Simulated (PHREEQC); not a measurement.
A solution holds 0.063 mol/kgw CdCl2, 0.00022 mol/kgw KCl and 0.00056 mol/kgw HCl, at 25 °C. Closed to the air; pH follows from the charge balance.

Equilibrium calculation in PHREEQC: ion-association model, phreeqc.dat.

```
Property                   Value
----------------  --------------
pH                          3.33
ionic strength    0.0871 mol/kgw
density              1.007 g/cm³
total alkalinity   -0.560 meq/kg
```

| species | molality | activity | log γ |
|---|---|---|---|
| Cl- | 0.0714 | 0.0554 | -0.110 |
| CdCl+ | 0.0401 | 0.0316 | -0.103 |
| Cd+2 | 0.0154 | 0.00598 | -0.412 |
| CdCl2 | 0.00717 | 0.00731 | 0.009 |
| H+ | 0.000560 | 0.000465 | -0.080 |
| CdCl3- | 0.000324 | 0.000256 | -0.103 |
| K+ | 0.000220 | 0.000170 | -0.111 |
| CdOHCl | 2.75e-8 | 2.80e-8 | 0.009 |
| CdOH+ | 1.35e-9 | 1.07e-9 | -0.103 |

This is a speciation only: nothing precipitates in the calculation. Complexes and solids missing from the database can't appear.
